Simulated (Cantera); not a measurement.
Input: 1 mol Mg(OH)2, 0.37 mol C, 6.5 mol O2, at 0.590 bar.

Method: chemical equilibrium by Gibbs-energy minimisation in Cantera with the NASA 1993 tables (ideal gas, pure condensed phases). Candidate condensed phases: C, C6H6, C7H8, C8H18, H2O, Mg, MgCO3, MgO, Mg(OH)2; 116 gas species. Equilibrium is a limit: real reactors are often held back by kinetics, nucleation or transport. All values below are at 2248 K.

Base state: O2 0.809, H2O 0.127, CO2 0.0485, OH 0.0108, O 0.00427, CO 0.000584, H2 0.000281, H 0.000160 (mole fractions); condensed: MgO(s).

**Question.** What changes in the equilibrium state with this change: pressure from 0.590 bar to 0.100 bar?

**Answer.** 
```
species        before     after
-----------  --------  --------
O2              0.809     0.800
H2O             0.127     0.123
CO2            0.0485    0.0474
O             0.00427    0.0103
OH             0.0108    0.0166
Mg(OH)2       2.90e-5   2.80e-5
Mg            1.32e-6   1.90e-5
MgO           2.66e-6   1.57e-5
H            0.000160  0.000598
MgOH          3.31e-6   1.24e-5
MgO(s), mol     1.000     0.999
```

**Question.** What changes in the equilibrium state with this change: O2 from 6.5 to 0.3 mol?

**Answer.** 
```json
[
 {"species": "H2O", "before": "0.127", "after": "0.683"},
 {"species": "CO2", "before": "0.0485", "after": "0.203"},
 {"species": "CO", "before": "0.000584", "after": "0.0653"},
 {"species": "O2", "before": "0.809", "after": "0.00114"},
 {"species": "H2", "before": "0.000281", "after": "0.0403"},
 {"species": "OH", "before": "0.0108", "after": "0.00487"},
 {"species": "Mg(OH)2", "before": "2.90e-5", "after": "0.000156"},
 {"species": "HO2", "before": "1.88e-5", "after": "3.18e-7"},
 {"species": "O", "before": "0.00427", "after": "0.000160"},
 {"species": "Mg", "before": "1.32e-6", "after": "3.51e-5"},
 {"species": "H", "before": "0.000160", "after": "0.00192"},
 {"species": "MgOH", "before": "3.31e-6", "after": "3.97e-5"},
 {"species": "MgO(s), mol", "before": "1.000", "after": "1.000"}
]
```
